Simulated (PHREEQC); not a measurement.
## Reverse-osmosis permeate: speciation

Synthetic water in mg/L, 25 °C, pH 6.15, pe 10.4: Na 2.43; K 1.68; Ca 8.73; Mg 5.1; Cl 10.2; S(6) as SO4 4.35; Alkalinity as HCO3 38.2; Zn 0.217; Si as SiO2 0.318.

Valence states are taken as typed.

Model: ion-association model, wateq4f.dat, run in PHREEQC.

Each row changes one thing in this solution. This is a speciation only: nothing precipitates in the calculation.

| case | CO2 (mol/kgw) | HCO3- (mol/kgw) | SO4-2 (mol/kgw) | Zn+2 (mol/kgw) | MgSO4 (mol/kgw) | CaHCO3+ (mol/kgw) | SI of Quartz (SiO2) |
|---|---|---|---|---|---|---|---|
| as made | 0.000951 | 0.000624 | 4.25e-5 | 3.07e-6 | 1.47e-6 | 1.44e-6 | -1.30 |
| all concentrations times 3 at the same typed pH | [?] | 0.00186 | 0.000117 | 8.20e-6 | 9.60e-6 | 1.14e-5 | -0.82 |
| temperature from 25 to 15 °C at the same typed pH | 0.00111 | 0.000624 | 4.29e-5 | 3.08e-6 | 1.15e-6 | 1.20e-6 | [?] |
| pH from 6.15 to 5.5 at the same alkalinity | [?] | 0.000626 | 4.25e-5 | 3.08e-6 | 1.47e-6 | 1.45e-6 | -1.30 |
| Cl from 10.2 to 30.6 mg/L | 0.000948 | 0.000624 | 4.25e-5 | 3.07e-6 | 1.43e-6 | 1.42e-6 | -1.30 |

Question: What belongs in the gaps?

Answer: 
- all concentrations times 3 at the same typed pH, CO2 (mol/kgw): 0.00276
- temperature from 25 to 15 °C at the same typed pH, SI of Quartz (SiO2): -1.14
- pH from 6.15 to 5.5 at the same alkalinity, CO2 (mol/kgw): 0.00427

Species that the database lacks are ignored. The database's zinc carbonate complexes are estimates, stronger than later reviews accept.
